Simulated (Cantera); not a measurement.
# Ignition delay

Mixture: 6.93 % C2H4, 18.9 % O2, 71.4 % N2, 2.77 % H2O, at 9.87 atm, adiabatic and at constant volume. Ignition delay is the time to a rise of 400 K.

Cantera simulation using GRI-Mech 3.0 (53 species, 325 reactions); the numbers are that mechanism's predictions, not measurements. GRI-Mech 3.0 was tuned for natural gas; its chemistry of ethylene as a main component is partial and can be far from experiment.

```csv
T0 (K),delay (ms)
1200,0.677
1275,0.146
1350,0.0356
1425,0.0110
1500,0.00518
1575,0.00314
1650,0.00216
1725,0.00160
1800,0.00124
```

```json
{
  "apparent activation energy between 1650 and 1800 K": "91 kJ/mol"
}
```
